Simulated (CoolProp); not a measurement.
Saturation properties of tetrahydrofuran (Tc = 267.0 °C, pc = 5.304 MPa, ω = 0.234).

Values from CoolProp's reference Helmholtz-energy equation of state, Fiedler 2023.

```csv
T (°C),p (MPa),liquid density (kg/m³),vapour density (kg/m³),enthalpy of vaporisation (kJ/kg),liquid cp (kJ/(kg K))
-19.85,0.001981,930.3,0.06792,477.1,1.581
0.45,0.006558,(withheld),(withheld),462.8,1.640
20.65,0.01781,886.7,0.5297,448.8,1.708
40.95,0.04178,864.2,1.170,434.5,1.784
61.25,0.08686,841.2,2.311,419.8,1.865
81.55,(withheld),817.4,4.174,404.5,(withheld)
101.85,0.2857,792.6,7.034,388.1,2.041
122.05,0.4662,766.8,11.20,370.4,2.137
142.35,0.7231,739.4,(withheld),350.9,2.241
162.65,(withheld),709.9,25.38,329.0,2.358
182.95,1.537,(withheld),36.83,303.9,2.497
```

Q: Some entries are withheld; supply them.

A: 
- 0.45, liquid density (kg/m³): 908.6
- 0.45, vapour density (kg/m³): 0.2086
- 81.55, p (MPa): 0.1639
- 81.55, liquid cp (kJ/(kg K)): 1.951
- 142.35, vapour density (kg/m³): 17.13
- 162.65, p (MPa): 1.074
- 182.95, liquid density (kg/m³): 677.6

It boils at 65.9 °C under 1 atm.
